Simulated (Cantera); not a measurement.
Charge: 1 mol PbO, 1.3 mol CH4, 0.54 mol N2, held at 97.0 Pa.

Equilibrium computed with Cantera from the NASA thermochemical tables; the gas is ideal and each condensed phase is pure. Candidate condensed phases: C, C6H6, C7H8, C8H18, H2O, Pb, PbO, PbO2, Pb3O4; 139 gas species. The numbers say what is thermodynamically allowed, not how fast it happens.

x: gas mole fraction; n: condensed amount in mol.

```csv
T (°C),x H2,x H,x CO,x Pb,x N2,n C(graphite)
1800,0.460,0.0573,0.189,0.189,0.0998,0.270
1875,0.436,0.0883,0.186,0.186,0.0976,0.261
1950,?,?,0.182,0.182,0.0947,0.249
2025,0.361,0.185,0.177,0.177,0.0912,0.235
2100,0.311,0.250,0.170,0.170,0.0871,0.219
2175,?,?,0.163,0.163,0.0827,?
2250,0.198,0.397,0.156,0.156,0.0782,0.174
```

**Question.** Fill in the missing entries.

**Answer.** 
- 2175, x H2: 0.255
- 2175, x H: 0.323
- 2175, n C(graphite): 0.200
- 1950, x H2: 0.403
- 1950, x H: 0.131
